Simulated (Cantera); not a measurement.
Input: 1 mol C, 1.1 mol H2, 1.7 mol N2, equilibrated at 13.3 mbar.

Equilibrium computed with Cantera from the NASA thermochemical tables; the gas is ideal and each condensed phase is pure. Candidate condensed phases: C, C6H6, C7H8, C8H18; 92 gas species. The numbers say what is thermodynamically allowed, not how fast it happens. All values below are at 1000 K.

Base state: N2 0.607, H2 0.393, CH4 0.000196 (mole fractions); condensed: C(graphite).

Q: What changes in the equilibrium state with this change: pressure from 13.3 mbar to 39.0 bar?

A: 
```json
[
 {"species": "N2", "before": "0.607", "after": "0.685"},
 {"species": "H2", "before": "0.393", "after": "0.185"},
 {"species": "CH4", "before": "0.000196", "after": "0.128"},
 {"species": "C2H6", "before": "<1e-9", "after": "1.56e-5"},
 {"species": "NH3", "before": "1.49e-6", "after": "0.00150"},
 {"species": "C(graphite), mol", "before": "0.999", "after": "0.683"}
]
```
The ideal-gas law is rough above about 30 bar.
